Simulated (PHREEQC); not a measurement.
**Acid mine or pickling water**

Synthetic water in mg/kgw, 25 °C, pH 3.73, pe 10.8:

| constituent | mg/kgw |
|---|---|
| Na | 565 |
| K | 57.8 |
| Ca | 255 |
| Mg | 84.7 |
| Cl | 222 |
| S(6) as SO4 | 2030 |
| Al | 29.7 |

Valence states are taken as typed.

Computed with PHREEQC (ion-association model, wateq4f.dat).

Each row changes one thing in this solution. This is a speciation only: nothing precipitates in the calculation.

```tsv
case	ionic strength (mol/kgw)	Na+ (mol/kgw)	SO4-2 (mol/kgw)	Ca+2 (mol/kgw)	Mg+2 (mol/kgw)	K+ (mol/kgw)	SI of Gypsum (CaSO4:2H2O)	SI of Gibbsite (Al(OH)3)
as made	0.0599	0.0238	0.0152	0.00400	0.00203	0.00141	-0.34	-1.44
all concentrations times 3 at the same typed pH	0.164	0.0695	0.0405	0.0104	0.00514	0.00407	+0.23	-1.32
temperature from 25 to 15 °C at the same typed pH	0.0612	0.0238	0.0155	0.00409	0.00222	0.00142	-0.31	-1.97
```

Some of these states are supersaturated (in Gypsum, for instance).
